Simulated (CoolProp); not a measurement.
Vapour-liquid equilibrium of dimethyl carbonate (1) + n-decane (2) at 0.487 MPa; x and y are mole fractions of (1).

Model: multi-fluid Helmholtz-energy mixture model, Zhou 2011 and Lemmon 2006; pair parameters Bell 2016, in CoolProp.

```tsv
x	bubble temperature (K)	y at the bubble point	dew temperature at overall composition x (K)	liquid density (mol/L)
0.05	498.1	0.342	518.0	3.982
0.15	466.1	0.678	511.6	4.454
0.25	449.9	0.792	504.8	4.852
0.35	441.4	0.842	497.5	5.240
0.45	436.6	0.868	489.4	5.656
0.55	433.3	0.887	480.2	6.129
0.65	430.7	0.904	469.5	6.686
0.75	428.2	0.922	456.4	7.358
0.85	425.8	0.945	439.9	8.184
0.95	423.2	0.978	425.3	9.213
```

No azeotrope shows between x = 0.05 and 0.95.

The pair parameters rest on a limited set of measurements; away from them the model extrapolates. With so large a gap from Raoult's law the liquid may split in two, which this calculation doesn't test in full.
